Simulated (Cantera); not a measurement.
Charge: 1 mol (CH3)2SiCl2, 0.053 mol CH4, 15 mol H2, at 1.00 bar.

These are equilibrium values from Cantera (NASA tables, ideal gas, pure condensed phases), not measurements of a reactor. Candidate condensed phases: C, C6H6, C7H8, C8H18, Si, SiC; 109 gas species. The feed counts by its element totals alone. Kinetics and transport are ignored.

Problem. What share of the Si ends up in condensed phases as a function of T (K), at 1073, 1173, 1273, 1373, 1473, 1573, 1673, 1773, 1873, 1973?

Solution. 
```json
[
 {"T (K)": "1073", "Si condensed (%)": "80.4", "as": "SiC(s)"},
 {"T (K)": "1173", "Si condensed (%)": "91.3", "as": "SiC(s)"},
 {"T (K)": "1273", "Si condensed (%)": "96.9", "as": "SiC(s)"},
 {"T (K)": "1373", "Si condensed (%)": "98.6", "as": "SiC(s)"},
 {"T (K)": "1473", "Si condensed (%)": "99.0", "as": "SiC(s)"},
 {"T (K)": "1573", "Si condensed (%)": "99.0", "as": "SiC(s)"},
 {"T (K)": "1673", "Si condensed (%)": "98.7", "as": "SiC(s)"},
 {"T (K)": "1773", "Si condensed (%)": "98.3", "as": "SiC(s)"},
 {"T (K)": "1873", "Si condensed (%)": "97.8", "as": "SiC(s)"},
 {"T (K)": "1973", "Si condensed (%)": "97.2", "as": "SiC(s)"}
]
```
